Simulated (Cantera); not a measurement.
Silicon epitaxy and polysilicon growth: SiH4 + H2

Input: 1 mol SiH4, 100 mol H2, held at 1400 °C and 0.100 bar.

Method: chemical equilibrium by Gibbs-energy minimisation in Cantera with the NASA 1993 tables (ideal gas, pure condensed phases). Candidate condensed phases: Si; 9 gas species. Gases not in the tables: Si2H6 and higher silanes. Rates play no part.

```
Quantity        Value
----------  ---------
x(H2)           1.000
x(H)         0.000361
x(SiH2)       1.10e-5
x(Si)         4.19e-6
x(SiH)        2.24e-6
n(Si(s))    0.998 mol
gas amount  102.0 mol
```
